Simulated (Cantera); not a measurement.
# Transport properties of process gases

Gas mixture: 100 % C3H8, at 0.247 atm, frozen composition.

Cantera's kinetic-theory transport with the Lennard-Jones parameters of GRI-Mech 3.0, ideal gas; thermal conductivity in the mixture-averaged form. The composition is frozen, though it would react at the higher temperatures.

| T (K) | ρ (kg/m³) | cp (J/kg/K) | μ (µPa s) | λ (mW/m/K) | Pr | D (cm²/s) CO2 | D (cm²/s) H2O | D (cm²/s) N2 |
|---|---|---|---|---|---|---|---|---|
| 400 | 0.331 | 2134 | 10.9 | 30.7 | 0.756 | 0.571 | 0.823 | 0.785 |
| 650 | 0.204 | 3083 | 16.5 | 67.4 | 0.756 | 1.40 | 2.11 | 1.85 |
| 900 | 0.147 | 3749 | 21.2 | 105 | 0.758 | 2.49 | 3.85 | 3.22 |
| 1150 | 0.115 | 4195 | 25.4 | 141 | 0.753 | 3.80 | 5.98 | 4.87 |
| 1400 | 0.0947 | 4523 | 29.1 | 176 | 0.750 | 5.32 | 8.45 | 6.78 |
| 1650 | 0.0804 | 4780 | 32.6 | 208 | 0.750 | 7.02 | 11.2 | 8.92 |
| 1900 | 0.0698 | 4978 | 35.8 | 238 | 0.749 | 8.90 | 14.3 | 11.3 |
| 2150 | 0.0617 | 5126 | 38.8 | 266 | 0.749 | 11.0 | 17.6 | 13.8 |
| 2400 | 0.0552 | 5234 | 41.7 | 292 | 0.747 | 13.2 | 21.3 | 16.6 |
D: mixture-averaged diffusion coefficient of that species in the mixture.
